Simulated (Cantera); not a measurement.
A Cantera script and its output.

```python
import numpy as np
import cantera as ct

gas = ct.Solution("gri30.yaml")
gas.TPX = 1673, 500000, {'CH4': 1, 'H2': 0.26, 'O2': 6.09, 'N2': 41.4}
reactor = ct.IdealGasConstPressureReactor(gas, energy="on", clone=False)
net = ct.ReactorNet([reactor])
net.rtol, net.atol = 1e-08, 1e-16
show = ['CH4', 'H2', 'O2', 'C2H6', 'CH3', 'CH2O', 'N2O']
times = np.geomspace(1e-06, 1, 15)

steps = ct.SolutionArray(gas, extra=["t"])
rows = []
print(f"{'t/s':>10s}{'T/K':>9s}{'P/Pa':>11s}" + "".join(f"{s:>11s}" for s in show))
for t in times:
    while net.time < t:
        t_next = net.step()
        steps.append(gas.state, t=t_next)
    rows.append([np.interp(t, steps.t, y) for y in (steps.T, steps.P, *steps(*show).X.T)])
    print(f"{t:10.3e}{rows[-1][0]:9.1f}{rows[-1][1]:11.4g}" + "".join(f"{x:11.3e}" for x in rows[-1][2:]))
rate = np.gradient(steps.T, steps.t)
print("integrator steps:", len(steps.t))
if steps.T.max() > steps.T[0] + 200:
    print(f"time of steepest temperature rise: {steps.t[rate.argmax()]:.4e} s")
gas.TPX = 1673, 500000, {'CH4': 1, 'H2': 0.26, 'O2': 6.09, 'N2': 41.4}
gas.equilibrate("HP")
print(f"equilibrium (HP): T = {gas.T:.1f} K  " + "  ".join(f"{s} {gas[s].X[0]:.3e}" for s in show))
```

It prints:

```
       t/s      T/K       P/Pa        CH4         H2         O2       C2H6        CH3       CH2O        N2O
 1.000e-06   1673.0      5e+05  2.051e-02  5.333e-03  1.249e-01  7.603e-11  1.745e-06  2.931e-08  8.444e-12
 2.683e-06   1673.0      5e+05  2.051e-02  5.333e-03  1.249e-01  2.839e-09  6.484e-06  3.035e-07  4.128e-11
 7.197e-06   1673.0      5e+05  2.048e-02  5.329e-03  1.249e-01  1.163e-07  2.684e-05  3.345e-06  2.366e-10
 1.931e-05   1673.4      5e+05  2.022e-02  5.285e-03  1.248e-01  1.116e-05  1.924e-04  5.959e-05  1.975e-09
 5.179e-05   1968.6      5e+05  5.698e-09  1.259e-03  8.394e-02  7.603e-17  4.173e-09  6.859e-09  1.238e-06
 1.389e-04   2135.0      5e+05  7.324e-18  1.634e-04  8.082e-02 -1.897e-28 -7.114e-19  1.605e-13  2.130e-06
 3.728e-04   2146.3      5e+05  2.775e-19  6.065e-05  8.100e-02  1.220e-35  1.311e-18  1.752e-14  9.452e-07
 1.000e-03   2146.6      5e+05  4.454e-20  5.852e-05  8.099e-02  3.365e-37  2.072e-19  1.573e-14  9.015e-07
 2.683e-03   2146.4      5e+05  5.682e-22  5.849e-05  8.097e-02  1.279e-39  2.648e-21  1.571e-14  9.011e-07
 7.197e-03   2146.1      5e+05  1.777e-22  5.840e-05  8.090e-02 -1.185e-39  8.296e-22  1.566e-14  9.003e-07
 1.931e-02   2145.3      5e+05  1.842e-22  5.816e-05  8.073e-02  1.309e-40  8.590e-22  1.552e-14  8.982e-07
 5.179e-02   2143.3      5e+05  1.778e-22  5.756e-05  8.030e-02  1.500e-41  8.232e-22  1.519e-14  8.934e-07
 1.389e-01   2139.1      5e+05  1.645e-22  5.632e-05  7.940e-02  1.368e-41  7.517e-22  1.450e-14  8.857e-07
 3.728e-01   2133.5      5e+05  1.483e-22  5.471e-05  7.819e-02  1.123e-41  6.656e-22  1.363e-14  8.801e-07
 1.000e+00   2131.1      5e+05  1.417e-22  5.402e-05  7.767e-02  1.031e-41  6.310e-22  1.326e-14  8.794e-07
integrator steps: 1548
time of steepest temperature rise: 4.7149e-05 s
equilibrium (HP): T = 2130.9 K  CH4 2.272e-22  H2 5.399e-05  O2 7.764e-02  C2H6 1.808e-41  CH3 1.011e-21  CH2O 1.325e-14  N2O 8.794e-07
```

Computed with Cantera and GRI-Mech 3.0 (53 species, 325 reactions).
